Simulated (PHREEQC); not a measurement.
Make-up at 25 °C: 160 mmol/kgw NH3, 2.5 mmol/kgw Na2SiO3 and 0.42 mmol/kgw (CH3)4NCl. Closed to the air; pH follows from the charge balance.

Computed with PHREEQC (ion-association model, phreeqc.dat).

Problem. The ionic strength comes out as 0.00646 mol/kgw. What activity coefficients do NH4+, H2SiO4-2, H3SiO4-, Na+, OH- get?

Solution. NH4+ 0.92, H2SiO4-2 0.72, H3SiO4- 0.92, Na+ 0.92, OH- 0.92.

This is a speciation only: nothing precipitates in the calculation. (CH3)4N+ isn't in the database: it is added as a free cation with an ion size of 4 Å.
